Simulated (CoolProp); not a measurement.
Model: reference Helmholtz-energy equation of state, Setzmann 1991, in CoolProp.

Question: For methane, give the phase and the Z, isothermal compressibility (1/MPa), fugacity coefficient at 218.8 K and 0.862 MPa; 218.8 K and 4.31 MPa; 218.8 K and 5.17 MPa.

Answer: 
- 218.8 K and 0.862 MPa: gas; Z 0.958, isothermal compressibility 1.21, fugacity coefficient 0.959
- 218.8 K and 4.31 MPa: gas; Z 0.764, isothermal compressibility 0.315, fugacity coefficient 0.802
- 218.8 K and 5.17 MPa: supercritical; Z 0.707, isothermal compressibility 0.290, fugacity coefficient 0.765
